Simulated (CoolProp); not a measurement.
Computed with CoolProp (reference Helmholtz-energy equation of state, Thol 2018).

Task: Give the vapour pressure (bar), vapour density (kg/m³), enthalpy of vaporisation (kJ/kg), liquid cp (kJ/(kg K)) of saturated hydrogen chloride at 179, 249.2 K.

Result: 
```json
[
 {"T (K)": "179", "p (bar)": "0.585", "vapour density (kg/m³)": "1.46", "enthalpy of vaporisation (kJ/kg)": "453", "liquid cp (kJ/(kg K))": "1.66"},
 {"T (K)": "249.2", "p (bar)": "13.1", "vapour density (kg/m³)": "27.4", "enthalpy of vaporisation (kJ/kg)": "361", "liquid cp (kJ/(kg K))": "1.82"}
]
```
